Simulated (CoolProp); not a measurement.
c-C4F8 (RC318) at 298.15 K and 0.134 MPa flows at 0.099 m/s in a round tube of 4.6 mm bore and 1.5 µm roughness, fully developed (64/Re and Nu = 3.66 if laminar; Colebrook and Gnielinski if turbulent). Each further row changes one setting.

Computed with CoolProp (reference Helmholtz-energy equation of state, Platzer 1990). This equation is an older, rougher fit.

| case | Reynolds number | Darcy friction factor | pressure drop (Pa/m) | heat-transfer coefficient (W/(m² K)) | mass flow (kg/h) |
|---|---|---|---|---|---|
| as stated | 459 | 0.139 | 1.67 | 9.60 | 0.0667 |
| velocity 0.198 m/s | 919 | 0.0696 | 3.34 | 9.60 | 0.133 |
| diameter 9.2 mm | 919 | 0.0696 | 0.418 | 4.80 | 0.267 |

Viscosity comes from a separate model (Huber 2003), an estimate that may be off by 10 % or more. Thermal conductivity comes from a separate model (Huber 2003), an estimate that may be off by 10 % or more.
